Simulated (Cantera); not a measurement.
Input (Python, Cantera) and output of one run.

```python
import numpy as np
import cantera as ct

gas_names = """
    CL CL2 H HCL H2 Si SiCL SiCL2 SiCL3 SiCL4 SiH SiHCL3 SiH2 SiH2CL2 SiH3 SiH3CL SiH4 Si2 Si3
""".split()
cond_names = """
    Si(cr) Si(L)
""".split()


# ... load() reads the species with a 1 bar reference pressure and builds the phases ...
atoms = {
    'SiH4': {'Si': 1, 'H': 4},
    'HCl': {'H': 1, 'CL': 1},
    'H2': {'H': 2},
}
top_T = {}  # K; cautious upper limits of use, not melting points


# ... equilibrate(T, P, feed) seeds the gas with the atoms and calls Mixture.equilibrate('TP', solver="vcs", rtol=1e-11, max_steps=5000) ...
results = []
feed = {'SiH4': 1, 'HCl': 0.061, 'H2': 1.5}  # mol
T = 2300  # K
P = 220  # Pa
mix = equilibrate(T, P, feed)
results.append((T, P, feed, dict(zip(mix.species_names, mix.species_moles))))
print(gas.report(threshold=1e-05))
for i in range(1, mix.n_phases):
    print(f"{mix.phase(i).name:16s} {mix.phase_moles(i):12.5e} mol")
```

Output:

```
       temperature   2300 K
          pressure   220 Pa
           density   8.6854e-05 kg/m^3
  mean mol. weight   7.5497 kg/kmol
   phase of matter   gas

                          1 kg             1 kmol
                     ---------------   ---------------
          enthalpy        2.3922e+07         1.806e+08  J
   internal energy        2.1389e+07        1.6148e+08  J
           entropy             33289        2.5132e+05  J/K
    Gibbs function       -5.2642e+07       -3.9743e+08  J
 heat capacity c_p            4013.8             30303  J/K
 heat capacity c_v            2912.5             21988  J/K

                      mass frac. Y      mole frac. X     chem. pot. / RT
                     ---------------   ---------------   ---------------
                CL         0.0083032         0.0017683           -29.133
                 H          0.021789           0.16319           -13.262
               HCL          0.045458         0.0094135           -42.395
                H2           0.16705           0.62559           -26.523
                Si             0.723           0.19436           -7.4407
              SiCL          0.007705        0.00091557           -36.574
             SiCL2         0.0014937        0.00011393           -65.707
               SiH          0.010205         0.0026483           -20.702
              SiH2        0.00053395        0.00013392           -33.964
               Si2          0.012808         0.0017215           -14.881
               Si3         0.0016497        0.00014782           -22.322
     [   +8 minor]        1.8546e-07        2.2754e-08

Si(L)             0.00000e+00 mol
```

Cantera equilibrium calculation (NASA polynomials, part measured and part estimated; ideal gas, pure solids and liquids). The tables' values for SiCl are old estimates; treat these amounts as uncertain. Gases not in the tables: Si2H6 and higher silanes.
